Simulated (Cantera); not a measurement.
What does this Cantera script print?

```python
import numpy as np
import cantera as ct

gas_names = """
    F O
""".split()
cond_names = """
    Cu2O(s) Cu2O(L) CuF2(s) CuF2(L)
""".split()


def load(file, names, dense=False):
    # The tables refer to 1 bar. Condensed volumes are neglected.
    table = {s.name: s for s in ct.Species.list_from_file(file)}
    out = []
    for n in names:
        d = dict(table[n].input_data)
        d["thermo"] = dict(d["thermo"], **{"reference-pressure": 1e5})
        if dense:
            d["equation-of-state"] = {"model": "constant-volume", "density": "1e6 g/cm^3"}
        out.append(ct.Species.from_dict(d))
    return out


species = {s.name: s for s in load("nasa_gas.yaml", gas_names) + load("nasa_condensed.yaml", cond_names)}
# Each term lists the table entries of one substance; the one whose range holds T is used.
reactions = {
    '4 F(g) + Cu2O = O(g) + 2 CuF2':
        [(-4, ['F']), (-1, ['Cu2O(s)', 'Cu2O(L)']), (1, ['O']), (2, ['CuF2(s)', 'CuF2(L)'])],
}


def pick(names, T):
    return next(species[n] for n in names if species[n].thermo.min_temp <= T <= species[n].thermo.max_temp)


results = []
for label, terms in reactions.items():
    print(label)
    print("     T/K   dH/kJ  dS/(J/K)   dG/kJ   log10 K")
    for T in [550, 600, 650, 700, 750, 800, 850]:
        used = [(nu, pick(names, T)) for nu, names in terms]
        dH = sum(nu * s.thermo.h(T) for nu, s in used) / 1e6
        dS = sum(nu * s.thermo.s(T) for nu, s in used) / 1e3
        dG = dH - T * dS / 1e3
        logK = -dG * 1e6 / (ct.gas_constant * T * np.log(10))
        results.append((label, T, dH, dS, dG, logK, [s.name for _, s in used]))
        print(f"{T:8g} {dH:8.1f} {dS:8.1f} {dG:8.1f} {logK:8.2f}")
```

Result:

```
4 F(g) + Cu2O = O(g) + 2 CuF2
     T/K   dH/kJ  dS/(J/K)   dG/kJ   log10 K
     550   -972.8   -405.6   -749.7    71.20
     600   -971.7   -403.7   -729.5    63.51
     650   -970.4   -401.6   -709.4    57.00
     700   -969.0   -399.5   -689.3    51.44
     750   -967.5   -397.5   -669.4    46.62
     800   -966.0   -395.5   -649.6    42.41
     850   -964.4   -393.5   -629.9    38.71
```

Source: NASA polynomial tables (part measured, part estimated), evaluated in Cantera. Condensed species are held in their standard states even where they would react or evaporate.
